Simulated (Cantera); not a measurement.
Source: NASA polynomial tables (part measured, part estimated), evaluated in Cantera. Values are per mole of reaction as written; species without (g) are pure solids or liquids, kept so even where they would boil at 1 bar.

F(g) + CF3(g) → CF4(g)

```tsv
T (K)	ΔH° (kJ)	ΔS° (J/K)	ΔG° (kJ)	log10 K
575	…	…	…	…
625	-544.2	-167.4	-439.6	36.74
675	-544.3	-167.5	-431.2	33.37
725	…	…	…	…
775	-544.4	-167.7	-414.5	27.93
825	-544.4	-167.7	-406.1	25.71
875	-544.4	-167.7	-397.7	23.74
925	-544.4	-167.6	-389.3	21.98
975	…	…	…	…
1025	-544.3	-167.5	-372.6	18.99
```

Problem. Complete the blanks.

Solution. 
- 575, ΔH° (kJ): -544.1
- 575, ΔS° (J/K): -167.2
- 575, ΔG° (kJ): -448.0
- 575, log10 K: 40.69
- 725, ΔH° (kJ): -544.4
- 725, ΔS° (J/K): -167.6
- 725, ΔG° (kJ): -422.9
- 725, log10 K: 30.47
- 975, ΔH° (kJ): -544.3
- 975, ΔS° (J/K): -167.6
- 975, ΔG° (kJ): -380.9
- 975, log10 K: 20.41
